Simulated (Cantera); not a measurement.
Charge: 1 mol SiCl₄, 2.2 mol N₂O, 89 mol H₂, 0.12 mol O₂, at 0.460 bar.

These are equilibrium values from Cantera (NASA tables, ideal gas, pure condensed phases), not measurements of a reactor. Candidate condensed phases: H₂O, NH₄Cl, Si, SiO₂, Si₂N₂O, Si₃N₄; 47 gas species. Kinetics and transport are ignored. All values below are at 848 K.

Base state: H₂ 0.929, HCl 0.0429, N₂ 0.0235, H₂O 0.00472, NH₃ 0.000119 (mole fractions); condensed: SiO₂(β-quartz).

Task: What changes in the equilibrium state with this change: SiCl₄ replaced by SiH₂Cl₂?

Result: 
```json
[
 {"species": "H₂", "before": "0.929", "after": "0.950"},
 {"species": "N₂", "before": "0.0235", "after": "0.0235"},
 {"species": "HCl", "before": "0.0429", "after": "0.0215"},
 {"species": "NH₃", "before": "0.000119", "after": "0.000124"},
 {"species": "H₂O", "before": "0.00472", "after": "0.00472"},
 {"species": "SiO₂(β-quartz), mol", "before": "1.00", "after": "1.00"}
]
```
